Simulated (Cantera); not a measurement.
Input: 1 mol Si, 1 mol HCl, 6.5 mol H2, at 602 °C.

Cantera equilibrium calculation (NASA polynomials, part measured and part estimated; ideal gas, pure solids and liquids). Candidate condensed phases: Si; 19 gas species. Kinetics and transport are ignored.

### Question
What share of the Si ends up in condensed phases as a function of P (Pa), at 10000, 23000, 51000, 120000, 260000, 590000, 1300000, 3000000?

### Answer
```json
[
 {"P (Pa)": "10000", "Si condensed (%)": "73.5", "as": "Si(s)"},
 {"P (Pa)": "23000", "Si condensed (%)": "72.9", "as": "Si(s)"},
 {"P (Pa)": "51000", "Si condensed (%)": "72.2", "as": "Si(s)"},
 {"P (Pa)": "120000", "Si condensed (%)": "71.5", "as": "Si(s)"},
 {"P (Pa)": "260000", "Si condensed (%)": "70.8", "as": "Si(s)"},
 {"P (Pa)": "590000", "Si condensed (%)": "69.9", "as": "Si(s)"},
 {"P (Pa)": "1300000", "Si condensed (%)": "69.0", "as": "Si(s)"},
 {"P (Pa)": "3000000", "Si condensed (%)": "68.0", "as": "Si(s)"}
]
```
